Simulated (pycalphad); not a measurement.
# Phase fractions of Ti-4.66Hf-0.08094B (wt.%)

Computed with pycalphad from the COST 507 light-alloy database (1999), at 1 atm. The database dates from 1999; later assessments differ in places, in temperatures and in the compounds included. Phase fractions are per mole of atoms. Kinetics are ignored, which matters at the lower temperatures.

```json
[
 {"T (K)": "1950", "liquid": "1.000", "bcc": "-", "BM": "-", "hcp": "-"},
 {"T (K)": "1850", "liquid": "0.051", "bcc": "0.949", "BM": "-", "hcp": "-"},
 {"T (K)": "1750", "liquid": "-", "bcc": "0.997", "BM": "0.003", "hcp": "-"},
 {"T (K)": "1650", "liquid": "-", "bcc": "0.997", "BM": "0.003", "hcp": "-"},
 {"T (K)": "1550", "liquid": "-", "bcc": "0.996", "BM": "0.004", "hcp": "-"},
 {"T (K)": "1450", "liquid": "-", "bcc": "0.996", "BM": "0.004", "hcp": "-"},
 {"T (K)": "1350", "liquid": "-", "bcc": "0.996", "BM": "0.004", "hcp": "-"},
 {"T (K)": "1250", "liquid": "-", "bcc": "0.995", "BM": "0.005", "hcp": "-"},
 {"T (K)": "1150", "liquid": "-", "bcc": "0.995", "BM": "0.005", "hcp": "-"},
 {"T (K)": "1050", "liquid": "-", "bcc": "-", "BM": "0.005", "hcp": "0.995"},
 {"T (K)": "950", "liquid": "-", "bcc": "-", "BM": "0.005", "hcp": "0.995"},
 {"T (K)": "850", "liquid": "-", "bcc": "-", "BM": "0.006", "hcp": "0.994"},
 {"T (K)": "750", "liquid": "-", "bcc": "-", "BM": "0.007", "hcp": "0.993"},
 {"T (K)": "650", "liquid": "-", "bcc": "-", "BM": "0.007", "hcp": "0.993"},
 {"T (K)": "550", "liquid": "-", "bcc": "-", "BM": "0.007", "hcp": "0.993"}
]
```

Database names, with the compositions (at.%) that they take in these runs: BM: Ti 50 B 50.
